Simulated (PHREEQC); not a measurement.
1 kg of water holding 0.14 mol KCl, 0.2 mol MgCl2, 0.036 mol SrCl2, 0.011 mol NaCl and 0.041 mol CaCl2 is evaporated at 15 °C; the solids stay in contact with the brine. The system is closed to CO2. The run lets Bischofite, Brucite, Carnallite, Halite, Portlandite, Sylvite, MgCl2_4H2O precipitate or redissolve, and no other solid.

Computed with PHREEQC (Pitzer model, pitzer.dat).

```
water left (kg)  ionic strength  water activity  Carnallite (mol)  Sylvite (mol)  Halite (mol)  Sr in solution (mol/kgw)
---------------  --------------  --------------  ----------------  -------------  ------------  ------------------------
1                         0.982           0.982                 0              0             0                    0.0360
0.8219                     1.19           0.978                 0              0             0                    0.0438
0.6755                     1.45           0.972                 0              0             0                    0.0533
0.5552                     1.77           0.966                 0              0             0                    0.0648
0.375                      2.62           0.946                 0              0             0                    0.0960
0.3082                      [?]           0.932                 0              0             0                     0.117
0.2533                      [?]           0.912                 0              0             0                     0.142
0.2082                      [?]             [?]                 0              0             0                     0.173
0.1711                     5.74           0.853                 0              0             0                     0.210
0.1407                     6.98           0.808                 0              0             0                     0.256
0.1156                      [?]             [?]                 0              0             0                     0.311
0.07809                    11.5           0.617                 0         0.0865             0                     0.461
0.06418                     [?]           0.519                 0          0.113             0                     0.561
0.04527                     [?]           0.488            0.0693         0.0538             0                     0.795
0.0291                     15.5           0.452             0.132              0       0.00328                      1.24
```

**Question.** What belongs in the gaps?

**Answer.** 
- 0.3082, ionic strength: 3.19
- 0.2533, ionic strength: 3.88
- 0.2082, ionic strength: 4.72
- 0.2082, water activity: 0.887
- 0.1156, ionic strength: 8.49
- 0.1156, water activity: 0.749
- 0.06418, ionic strength: 13.5
- 0.04527, ionic strength: 14.4
